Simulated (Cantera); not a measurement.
Gas-phase reforming

A perfectly stirred reactor is fed with CH₄ : H₂O = 1 : 1.3 (molar parts), at 0.350 bar; it is held at 2050 K, and followed from long to short residence time.

Cantera simulation using GRI-Mech 3.0 (53 species, 325 reactions); the numbers are that mechanism's predictions, not measurements.

```
τ (s)     x CH₄   x H₂O      x H   x CH₂O     x CH₃
------  -------  ------  -------  -------  --------
2.3     0.00156  0.0693  0.00314  1.85e-7  0.000137
0.71    0.00331  0.0781  0.00309  4.11e-7  0.000291
0.22    0.00637  0.0990  0.00301  9.80e-7  0.000558
0.069    0.0114   0.138  0.00287  2.48e-6   0.00100
0.021    0.0201   0.199  0.00265  6.57e-6   0.00176
0.0067   0.0340   0.273  0.00235  1.60e-5   0.00297
0.0021   0.0594   0.348  0.00198  3.57e-5   0.00502
```
x: mole fraction; the columns are a selection and need not sum to one.
